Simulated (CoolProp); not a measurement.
Chlorine at several states: fugacity coefficient from the reference equation and from simpler models built on Tc = 416.9 K, pc = 7.642 MPa, ω = 0.070; each cubic takes its own stable root.

Values from CoolProp's reference Helmholtz-energy equation of state, Thol 2021.

| T (K) | p (MPa) | phase | reference | van der Waals | Redlich-Kwong | Soave-Redlich-Kwong | Peng-Robinson |
|---|---|---|---|---|---|---|---|
| 429.9 | 20 | supercritical | 0.3771 | 0.4143 | 0.3845 | 0.3867 | 0.3625 |
| 223.3 | 0.987 | liquid | 0.04852 | 0.3280 | 0.04387 | 0.05048 | 0.05301 |
| 188.7 | 3.14 | liquid | 0.001900 | 0.03712 | 0.001352 | 0.002081 | 0.002302 |
| 247.7 | 0.0494 | gas | 0.9888 | 0.9936 | 0.9908 | 0.9909 | 0.9905 |
| 198.4 | 1.82 | liquid | 0.006292 | 0.08602 | 0.004884 | 0.006753 | 0.007352 |
| 308.3 | 0.763 | gas | 0.9155 | 0.9399 | 0.9214 | 0.9207 | 0.9163 |
